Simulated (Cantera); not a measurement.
**Thermodynamics of silicon epitaxy and polysilicon growth, feed SiH2Cl2 + HCl + N2**

Input: 1 mol SiH2Cl2, 1.8 mol HCl, 9.5 mol N2, held at 33.0 mbar.

Cantera equilibrium calculation (NASA polynomials, part measured and part estimated; ideal gas, pure solids and liquids). Candidate condensed phases: NH4Cl, Si, Si3N4; 28 gas species. N2 is the only nitrogen source here; it is nearly inert below about 1500 K, so the nitride shown seldom forms there in practice. The tables' values for SiCl3 are old estimates; treat these amounts as uncertain. Kinetics and transport are ignored.

From 527 °C to 1177 °C the condensed part is Si3N4(s). The main Si-bearing gas is SiCl4 at 527 °C and SiCl2 at 1177 °C. The share of Si in condensed phases is highest at 977 °C (64.9 %) and lowest at 1177 °C (52.0 %).

```
T (°C)   x N2  x HCl    x H2  x SiCl4   x SiCl2   x SiCl3  x SiHCl3      x Cl  n Si3N4(s)
------  -----  -----  ------  -------  --------  --------  --------  --------  ----------
527     0.732  0.157  0.0739   0.0369  1.47e-10   2.21e-7   1.57e-5  9.52e-12       0.180
577     0.731  0.163  0.0704   0.0352   1.76e-9   9.35e-7   2.52e-5  6.97e-11       0.187
627     0.730  0.169  0.0674   0.0337   1.60e-8   3.36e-6   3.82e-5  4.09e-10       0.193
677     0.728  0.174  0.0648   0.0324   1.15e-7   1.05e-5   5.52e-5   2.00e-9       0.198
727     0.727  0.179  0.0625   0.0312   6.73e-7   2.94e-5   7.69e-5   8.32e-9       0.203
777     0.726  0.183  0.0605   0.0301   3.32e-6   7.43e-5  0.000103   3.03e-8       0.207
827     0.726  0.186  0.0587   0.0291   1.41e-5  0.000172  0.000135   9.80e-8       0.210
877     0.725  0.189  0.0571   0.0282   5.27e-5  0.000368  0.000172   2.87e-7       0.213
927     0.724  0.192  0.0557   0.0271  0.000175  0.000736  0.000214   7.65e-7       0.215
977     0.724  0.194  0.0546   0.0259  0.000525   0.00138  0.000260   1.89e-6       0.216
1027    0.723  0.195  0.0538   0.0242   0.00143   0.00241  0.000305   4.31e-6       0.215
1077    0.722  0.195  0.0536   0.0219   0.00351   0.00393  0.000345   9.19e-6       0.209
1127    0.721  0.192  0.0541   0.0185   0.00782   0.00585  0.000369   1.82e-5       0.196
1177    0.720  0.187  0.0558   0.0141    0.0155   0.00775  0.000364   3.35e-5       0.173
```
x: gas mole fraction; n: condensed amount in mol.
